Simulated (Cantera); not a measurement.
A closed system holds: 1 mol SiH4, 11 mol H2O, 0.52 mol NO, at 1.00 bar.

These are equilibrium values from Cantera (NASA tables, ideal gas, pure condensed phases), not measurements of a reactor. Candidate condensed phases: H2O, Si, SiO2, Si2N2O, Si3N4; 35 gas species. The tables hold silica as quartz up to 1696 K and as liquid above; real silica turns to tridymite and cristobalite and melts near 1996 K. Gases not in the tables: Si(OH)4. The numbers say what is thermodynamically allowed, not how fast it happens.

x: gas mole fraction; n: condensed amount in mol.

```
T (°C)  x H2O   x H2    x N2         x H  n SiO2(β-quartz)  n SiO2(condensed)
------  -----  -----  ------  ----------  ----------------  -----------------
852     0.718  0.262  0.0196  (withheld)              1.00                  0
952     0.718  0.262  0.0196  (withheld)              1.00                  0
1052    0.718  0.262  0.0196  (withheld)              1.00                  0
1152    0.718  0.262  0.0196  (withheld)              1.00                  0
1252    0.718  0.262  0.0196  (withheld)              1.00                  0
1352    0.718  0.262  0.0196  (withheld)              1.00                  0
1452    0.718  0.262  0.0196  (withheld)                 0              1.000
1552    0.718  0.262  0.0196  (withheld)                 0              1.000
```

Problem. What belongs in the gaps?

Solution. 
- 852, x H: 2.28e-8
- 952, x H: 1.60e-7
- 1052, x H: 8.38e-7
- 1152, x H: 3.49e-6
- 1252, x H: 1.21e-5
- 1352, x H: 3.61e-5
- 1452, x H: 9.51e-5
- 1552, x H: 0.000226
